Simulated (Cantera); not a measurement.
Fe2O3 + HCl + O2 (oxide etching and cleaning by halides)

A closed system holds: 1 mol Fe2O3, 11 mol HCl, 3.4 mol O2, held at 0.370 bar.

These are equilibrium values from Cantera (NASA tables, ideal gas, pure condensed phases), not measurements of a reactor. Candidate condensed phases: Fe, FeCl2, FeCl3, FeO, Fe(OH)2, Fe(OH)3, Fe2O3, Fe3O4, H2O; 22 gas species. Condensed phases not in the tables: FeOCl. Rates play no part.

From 327 °C to 1327 °C the condensed part is Fe2O3(s). At 1427 °C the condensed part is Fe3O4(s). From 1527 °C to 1627 °C nothing is condensed. The main Fe-bearing gas is FeCl3 at 327 °C and FeCl2 at 1627 °C.

```tsv
T (°C)	x HCl	x Cl2	x H2O	x O2	x FeCl2	x Cl	x FeCl3	n Fe2O3(s)	n Fe3O4(s)
327	0.146	0.382	0.382	0.0903	<1e-12	1.99e-8	3.42e-8	1.00	0
427	0.259	0.312	0.312	0.117	6.08e-11	6.07e-7	1.75e-6	1.000	0
527	0.365	0.246	0.246	0.142	1.18e-8	7.63e-6	2.80e-5	1.000	0
627	0.451	0.193	0.193	0.163	6.46e-7	5.34e-5	0.000212	0.999	0
727	0.516	0.151	0.153	0.178	1.47e-5	0.000248	0.000978	0.993	0
827	0.561	0.119	0.125	0.191	0.000178	0.000860	0.00314	0.977	0
927	0.589	0.0922	0.106	0.201	0.00132	0.00236	0.00750	0.939	0
1027	0.599	0.0676	0.0968	0.211	0.00643	0.00530	0.0134	0.863	0
1127	0.588	0.0448	0.0970	0.222	0.0212	0.00989	0.0173	0.728	0
1227	0.553	0.0261	0.107	0.233	0.0490	0.0155	0.0163	0.532	0
1327	0.500	0.0136	0.127	0.242	0.0849	0.0211	0.0117	0.294	0
1427	0.447	0.00730	0.147	0.248	0.115	0.0270	0.00717	0	0.0600
1527	0.419	0.00470	0.158	0.248	0.129	0.0356	0.00418	0	0
1627	0.408	0.00351	0.161	0.244	0.130	0.0481	0.00247	0	0
```
x: gas mole fraction; n: condensed amount in mol.
